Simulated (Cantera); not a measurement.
A closed system holds: 1 mol MgCO3, 0.33 mol SO2, 0.26 mol O2, equilibrated at 29.0 mbar.

These are equilibrium values from Cantera (NASA tables, ideal gas, pure condensed phases), not measurements of a reactor. Candidate condensed phases: C, Mg, MgCO3, MgO, MgS, MgSO4, S; 26 gas species. Mutual solubility and eutectic melting of coexisting phases are not modelled. The numbers say what is thermodynamically allowed, not how fast it happens.

Task: Which condensed phases are stable at each of these points (T (K)): 675, 775, 875, 975, 1075, 1175, 1275, 1375, 1475, 1575, 1675, 1775, 1875?

Result: 
| T (K) | condensed phases | Mg condensed (%) |
|---|---|---|
| 675 | MgO(s) + MgSO4(s) | 100.0 |
| 775 | MgO(s) + MgSO4(s) | 100.0 |
| 875 | MgO(s) + MgSO4(s) | 100.0 |
| 975 | MgO(s) + MgSO4(s) | 100.0 |
| 1075 | MgO(s) + MgSO4(s) | 100.0 |
| 1175 | MgO(s) | 100.0 |
| 1275 | MgO(s) | 100.0 |
| 1375 | MgO(s) | 100.0 |
| 1475 | MgO(s) | 100.0 |
| 1575 | MgO(s) | 100.0 |
| 1675 | MgO(s) | 100.0 |
| 1775 | MgO(s) | 100.0 |
| 1875 | MgO(s) | 100.0 |

From 675 K to 1075 K the condensed part is MgO(s) + MgSO4(s). From 1175 K to 1875 K the condensed part is MgO(s).
